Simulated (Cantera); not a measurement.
A perfectly stirred reactor is fed with 10.1 % CH4, 0.905 % CO, 18.7 % O2, 70.3 % N2, equivalence ratio 1.1, at 1.00 bar; it is adiabatic with a 750 K inlet, and is followed from long to short residence time, starting on the burning branch (τ in s: 0.11, 0.049, 0.022, 0.01, 0.0047, 0.0021, 0.00097, 0.00044, 0.0002, 9.1e-05).

Model: GRI-Mech 3.0 (53 species, 325 reactions), integrated in Cantera.

One state of this run: T (K) = 2154; x CH4 = 0.000274; x CO = 0.0484; x O2 = 0.0168; x N2O = 7.81e-8; x C2H6 = 5.94e-9. x: mole fraction; the columns are a selection and need not sum to one.

Q: Which value of τ (s) does it belong to?
(A) 0.00097
(B) 9.1e-5
(C) 0.00044
(D) 0.00020

A: D, 0.00020
